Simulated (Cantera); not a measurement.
Input: 1 mol Si3N4, 0.15 mol N2O, 430 mol N2, 0.018 mol H2O, at 1673.15 K and 660 Pa.

Equilibrium computed with Cantera from the NASA thermochemical tables; the gas is ideal and each condensed phase is pure. Candidate condensed phases: H2O, Si, SiO2, Si2N2O, Si3N4; 35 gas species. Rates play no part.

Base state: N2 1.000, SiO 0.000390, H2 3.75e-5, Si 1.80e-5 (mole fractions); condensed: Si3N4(s).

Task: What changes in the equilibrium state with this change: temperature from 1673.15 K to 1198.15 K?

Result: 
```json
[
 {"species": "N2", "before": "1.000", "after": "1.000"},
 {"species": "H2", "before": "3.75e-5", "after": "4.18e-5"},
 {"species": "SiO", "before": "0.000390", "after": "<1e-9"},
 {"species": "Si", "before": "1.80e-5", "after": "<1e-9"},
 {"species": "Si3N4(s), mol", "before": "0.941", "after": "0.888"},
 {"species": "Si2N2O(s), mol", "before": "0", "after": "0.168"}
]
```
Mutual solubility and eutectic melting of coexisting phases are not modelled.

Task: What changes in the equilibrium state with this change: N2O from 0.15 to 1.3 mol?

Result: 
```csv
species,before,after
N2,1.000,0.997
SiO,0.000390,0.00301
H2,3.75e-5,3.72e-5
Si,1.80e-5,1.81e-5
"Si3N4(s), mol",0.941,0.553
"Si2N2O(s), mol",0,0.0132
```
Mutual solubility and eutectic melting of coexisting phases are not modelled.

Task: What changes in the equilibrium state with this change: temperature from 1673.15 K to 1800 K?

Result: 
```tsv
species	before	after
N2	1.000	0.999
Si	1.80e-5	0.000481
SiO	0.000390	0.000388
Si2N	4.96e-7	2.78e-5
SiN	9.70e-7	1.73e-5
H	8.60e-6	2.39e-5
H2	3.75e-5	2.95e-5
Si3N4(s), mol	0.941	0
Si(l), mol	0	2.59
```
The tables' values for SiN are old estimates; treat these amounts as uncertain.
